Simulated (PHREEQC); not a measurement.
Dissolve 0.05 mol/kgw KOH and 0.012 mol/kgw K2SO4 at 25 °C. Closed to the air; pH follows from the charge balance.

All values are PHREEQC results (Pitzer model, pitzer.dat), not measurements.

| quantity | before | after |
|---|---|---|
| pH | 12.60 | 12.28 |
| ionic strength (mol/kgw) | 0.0860 | 0.0860 |

Problem. What was changed between the two runs?
(A) diluted 2-fold with water
(B) K2SO4 from 0.012 to 0.12 mol/kgw
(C) temperature from 25 to 40 °C
(D) K2SO4 replaced by KHCO3 at the same molality
(E) temperature from 25 to 35 °C

Solution. E, temperature from 25 to 35 °C

No solid was allowed to form.
